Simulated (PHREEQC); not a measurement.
A solution holds 60 mmol/kgw NH3, 0.009 mmol/kgw CO2 and 0.062 mmol/kgw K2CO3, at 20 °C. Closed to the air; pH follows from the charge balance.

All values are PHREEQC results (ion-association model, wateq4f.dat), not measurements.

| quantity | before | after |
|---|---|---|
| pH | 11.17 | 6.60 |
| ionic strength (mol/kgw) | 0.00123 | 0.0600 |
| NH4+ (mol/kgw) | 0.00105 | 0.0599 |
| CO3-2 (mol/kgw) | 6.21e-5 | 1.44e-8 |
| HCO3- (mol/kgw) | 8.92e-6 | 4.76e-5 |
| CO2 (mol/kgw) | 1.41e-10 | 2.34e-5 |

Question: Which change was made?
(A) NH3 replaced by NH4Cl at the same molality
(B) CO2 from 9e-06 to 8.1e-06 mol/kgw
(C) CO2 left out
(D) K2CO3 left out
(E) temperature from 20 to 70 °C

Answer: A, NH3 replaced by NH4Cl at the same molality

This is a speciation only: nothing precipitates in the calculation.
